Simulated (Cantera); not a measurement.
Charge: 1 mol Al(CH3)3, a varied amount of NH3, 63 mol N2, at 11.0 Pa.

These are equilibrium values from Cantera (NASA tables, ideal gas, pure condensed phases), not measurements of a reactor. Candidate condensed phases: Al, AlN, C, C6H6, C7H8, C8H18; 97 gas species. The feed counts by its element totals alone. Equilibrium is a limit: real reactors are often held back by kinetics, nucleation or transport.

Stable condensed phases, one row left out:

```
T in K \ n(NH3) in mol
         14 18 23 29 36 45 57 72
   2200   A  A  A  A  A  A  A  B
   2100   A  A  A  A  A  A  A  A
   2050   A  A  A  A  A  A  A  A
   2000   A  A  A  A  A  A  A  A
   1950   A  A  A  A  A  A  A  A
   1900   A  A  A  A  A  A  A  A
   1850   A  A  A  A  A  A  A  A
   1800   A  A  A  A  A  A  A  A
   1750   A  A  A  A  A  A  A  A
   1700   A  A  A  A  A  A  A  A
   1650   C  C  C  C  A  A  A  A
```

A: C; B: gas only; C: AlN + C.

Question: Give the row for 2150 K.

Answer: 14: C; 18: C; 23: C; 29: C; 36: C; 45: C; 57: C; 72: C.
